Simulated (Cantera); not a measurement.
Feed: 1 mol Fe, 2.8 mol NH3, 5.4 mol H2, 0.24 mol O2, held at 1100 K and 101000 Pa.

Method: chemical equilibrium by Gibbs-energy minimisation in Cantera with the NASA 1993 tables (ideal gas, pure condensed phases). Candidate condensed phases: Fe, FeO, Fe(OH)2, Fe(OH)3, Fe2O3, Fe3O4, H2O; 27 gas species. Rates play no part.

Base state: H2 0.829, N2 0.127, H2O 0.0436, NH3 8.67e-5 (mole fractions); condensed: Fe(α).

### Question
What changes in the equilibrium state with this change: O2 from 0.24 to 0.036 mol?

### Answer
```tsv
species	before	after
H2	0.829	0.866
N2	0.127	0.127
H2O	0.0436	0.00655
NH3	8.67e-5	9.26e-5
Fe(α), mol	1.00	1.00
```
